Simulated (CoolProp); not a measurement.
Vapour-liquid equilibrium of R114 (1) + benzene (2) at 34.05 °C; x and y are mole fractions of (1).

Model: multi-fluid Helmholtz-energy mixture model, Platzer 1990 and Thol 2012; pair parameters Bell 2016, in CoolProp. This equation is an older, rougher fit; its heat capacities, sound speeds and derivatives of the liquid may be far off and weren't checked against measurements.

Task: Give the bubble pressure and the first vapour's composition at x = 0.35, 0.575, 0.875. Is there an azeotrope?

Result: x = 0.35: 171.5 kPa, y = 0.910; x = 0.575: 206.9 kPa, y = 0.936; x = 0.875: 256.4 kPa, y = 0.975. No azeotrope shows between x = 0.05 and 0.95.

The pair parameters rest on a limited set of measurements; away from them the model extrapolates. With so large a gap from Raoult's law the liquid may split in two, which this calculation doesn't test in full.
